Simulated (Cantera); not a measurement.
## Pyrogenic steam for wet oxidation

A perfectly stirred reactor is fed with H2 : O2 : N2 = 0.56 : 1 : 0.56 (molar parts), at 0.200 bar; it is held at 1100 K, and followed from long to short residence time.

Model: GRI-Mech 3.0 (53 species, 325 reactions), integrated in Cantera. The temperature is held fixed by assumption; the heat of reaction is taken as removed at once.

| τ (s) | x H2 | x O2 | x H2O2 | x O | x N2O |
|---|---|---|---|---|---|
| 0.90 | 0.000495 | 0.391 | 1.60e-6 | 4.90e-5 | 1.33e-7 |
| 0.31 | 0.000995 | 0.391 | 2.56e-6 | 0.000104 | 1.09e-7 |
| 0.11 | 0.00190 | 0.392 | 3.78e-6 | 0.000212 | 8.69e-8 |
| 0.037 | 0.00361 | 0.392 | 5.17e-6 | 0.000434 | 6.49e-8 |
| 0.013 | 0.00647 | 0.392 | 6.44e-6 | 0.000838 | 4.66e-8 |
| 0.0044 | 0.0116 | 0.393 | 7.64e-6 | 0.00161 | 3.15e-8 |
| 0.0015 | 0.0202 | 0.394 | 8.72e-6 | 0.00298 | 2.03e-8 |
| 0.00053 | 0.0341 | 0.396 | 9.36e-6 | 0.00525 | 1.26e-8 |
x: mole fraction; the columns are a selection and need not sum to one.
